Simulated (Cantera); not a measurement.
A perfectly stirred reactor is fed with CH₄ : N₂ = 1 : 1.3 (molar parts), at 0.0120 bar; it is held at 1675 K, and followed from long to short residence time.

Model: GRI-Mech 3.0 (53 species, 325 reactions), integrated in Cantera. GRI-Mech 3.0 stops at C3 and has no aromatics, soot or wall deposition, so with more carbon than oxygen in the feed, carbon stays in small species such as C2H2 where larger ones or solid carbon would form. Radical loss at walls, strong at low pressure, is not modelled.

### Question
What does this change do: temperature 1675 to 1450 K?

### Answer
```tsv
quantity	before	after
x(CH₄) at τ = 0.550 s	0.136	0.423
x(CH₂) at τ = 0.550 s	1.11e-6	1.66e-8
x(C₂H₂) at τ = 0.550 s	0.101	0.00159
x(HCN) at τ = 0.550 s	4.32e-7	9.46e-12
x(C₂H₄) at τ = 0.550 s	0.00266	0.00244
x(CH₄) at τ = 12.0 ms	0.429	0.435
x(CH₂) at τ = 12.0 ms	2.47e-7	5.76e-11
x(C₂H₂) at τ = 12.0 ms	0.000248	1.52e-9
x(HCN) at τ = 12.0 ms	3.45e-11	<1e-12
x(C₂H₄) at τ = 12.0 ms	0.00123	2.68e-7
```
